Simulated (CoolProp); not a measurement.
Vapour-liquid equilibrium of carbon dioxide (1) + propylene (2) at -0.55 °C; x and y are mole fractions of (1).

The numbers come from the multi-fluid Helmholtz-energy mixture model, Span 1996 and Lemmon 2013; pair parameters Bell 2016 in CoolProp.

Q: Give the bubble pressure and the first vapour's composition at x = 0.2, 0.5, 0.65. Is there an azeotrope?

A: x = 0.2: 1.375 MPa, y = 0.603; x = 0.5: 2.260 MPa, y = 0.798; x = 0.65: 2.614 MPa, y = 0.853. No azeotrope shows between x = 0.05 and 0.95.

The pair parameters rest on a limited set of measurements; away from them the model extrapolates.
